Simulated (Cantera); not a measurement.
Input: 1 mol CaO, a varied amount of Cl₂, at 1673 K and 50.0 mbar.

Cantera equilibrium calculation (NASA polynomials, part measured and part estimated; ideal gas, pure solids and liquids). Candidate condensed phases: Ca, CaCl₂, CaO; 11 gas species. Condensed phases not in the tables: oxide chlorides. Rates play no part.

x: gas mole fraction; n: condensed amount in mol.

| n(Cl₂) (mol) | x Cl | x Cl₂ | x CaCl₂ | x O₂ | n CaCl₂(l) |
|---|---|---|---|---|---|
| 1.8 | 0.322 | 0.187 | 0.273 | 0.217 | 0.372 |
| 2.9 | ___ | ___ | ___ | ___ | 0 |
| 4.5 | 0.430 | 0.334 | 0.157 | 0.0782 | 0 |
| 6.9 | 0.460 | ___ | ___ | ___ | 0 |
| 11 | 0.481 | 0.419 | 0.0660 | 0.0328 | 0 |
| 17 | 0.494 | 0.441 | 0.0430 | 0.0213 | 0 |
| 26 | 0.502 | 0.456 | 0.0283 | 0.0140 | 0 |

Problem. What belongs in the gaps?

Solution. 
- 6.9, x Cl₂: 0.383
- 6.9, x CaCl₂: 0.104
- 6.9, x O₂: 0.0518
- 2.9, x Cl: 0.381
- 2.9, x Cl₂: 0.262
- 2.9, x CaCl₂: 0.238
- 2.9, x O₂: 0.119
